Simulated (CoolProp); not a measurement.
Vapour-liquid equilibrium of R22 (1) + n-hexane (2) at 64.95 °C; x and y are mole fractions of (1).

Model: multi-fluid Helmholtz-energy mixture model, Kamei 1995 and Thol 2019; pair parameters Bell 2016, in CoolProp.

Q: Give the bubble pressure and the first vapour's composition at x = 0.75, 0.85, 0.95. Is there an azeotrope?

A: x = 0.75: 1.955 MPa, y = 0.968; x = 0.85: 2.210 MPa, y = 0.979; x = 0.95: 2.516 MPa, y = 0.992. No azeotrope shows between x = 0.05 and 0.95.

Pair parameters are fitted to limited data, so mixtures are less certain than the pure fluids. The gap from Raoult's law changes sign with composition, which may be real or a fault of the pair parameters; it wasn't checked against measurements.
